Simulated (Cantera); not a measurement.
Premixed flame

A freely propagating, adiabatic, planar premixed flame of CH4 : C2H6 : C3H8 : O2 : N2 = 1 : 0.38 : 0.42 : 5.6 : 21 (molar parts), unburnt at 573 K and 4.93 atm; mixture-averaged transport, grid criteria slope 0.08 and curve 0.16, no radiation.

Cantera simulation using GRI-Mech 3.0 (53 species, 325 reactions); the numbers are that mechanism's predictions, not measurements. GRI-Mech 3.0 was tuned for natural gas; its chemistry of propane as a main component is partial and can be far from experiment. Burning velocities carry a grid error of a few per cent, more on coarse grids.

```tsv
z (mm)	T (K)	u (m/s)	x CH4	x C2H6	x C3H8	x C2H2	x O2	x H2
-0.252	573	0.834	0.0352	0.0134	0.0148	2.13e-8	0.197	0.000800
-0.168	576	0.839	0.0350	0.0133	0.0148	3.74e-7	0.197	0.00227
-0.126	585	0.854	0.0347	0.0133	0.0147	2.05e-6	0.195	0.00396
-0.0842	642	0.943	0.0332	0.0130	0.0145	1.76e-5	0.190	0.00712
-0.0421	1009	1.51	0.0249	0.00950	0.0108	0.000189	0.154	0.0123
-0.0210	1422	2.17	0.0155	0.00426	0.00394	0.000491	0.112	0.0150
0	1832	2.83	0.00450	0.000259	9.09e-5	0.000716	0.0642	0.0148
0.0210	2022	3.11	0.000362	6.60e-7	3.15e-8	0.000104	0.0376	0.0110
0.0421	2098	3.21	1.42e-5	<1e-8	<1e-8	3.04e-6	0.0279	0.00900
0.0842	2187	3.33	3.20e-8	<1e-8	<1e-8	<1e-8	0.0217	0.00792
0.168	2278	3.44	<1e-8	<1e-8	<1e-8	<1e-8	0.0174	0.00641
0.337	2351	3.54	<1e-8	<1e-8	<1e-8	<1e-8	0.0140	0.00469
0.673	2397	3.60	<1e-8	<1e-8	<1e-8	<1e-8	0.0117	0.00353
```
x: mole fraction of selected species; z is measured from the peak of heat release.

* **laminar burning velocity**: 83.3 cm/s
* **thermal thickness**: 0.0842 mm
* **peak x(C2H2)**: 0.000765
* **peak x(H2)**: 0.0155
* **grid points**: 148
